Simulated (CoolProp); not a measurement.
A single-stage vapour-compression cycle with the fluid: evaporating at 275.15 K (dew point), condensing at 336.15 K (bubble point), superheat 10 K, subcooling 2 K, compressor efficiency 0.8, no pressure losses. The same conditions are run with several fluids, on thermodynamics alone (safety and materials aside).

Values from CoolProp's reference Helmholtz-energy equation of state of each fluid (n-perfluoropentane: Gao 2022; R115: Lemmon 2016; vinyl chloride: Thol 2022; hydrogen sulfide: Lemmon 2006; R123: Younglove 1994; R1224YDZ: Akasaka 2023).

| fluid | cooling COP | pressure ratio | discharge temperature (K) | refrigerating effect (kJ/kg) | volumetric capacity (kJ/m³) |
|---|---|---|---|---|---|
| n-perfluoropentane | 2.05 | 9.14 | 336.1 | 43.4 | … |
| R115 | 1.89 | 4.68 | 343.2 | 47.1 | 1620 |
| vinyl chloride | 2.90 | … | 391.2 | 259 | … |
| hydrogen sulfide | 2.52 | 4.22 | 432.0 | 335 | 5880 |
| R123 | 2.87 | 8.71 | 354.3 | 126 | 297 |
| R1224YDZ | 2.72 | 7.94 | 346.7 | … | 443 |

Task: Complete the blanks.

Result: 
- n-perfluoropentane, volumetric capacity (kJ/m³): 177
- vinyl chloride, pressure ratio: 5.74
- vinyl chloride, volumetric capacity (kJ/m³): 1330
- R1224YDZ, refrigerating effect (kJ/kg): 114

The compression ends wet for: n-perfluoropentane.
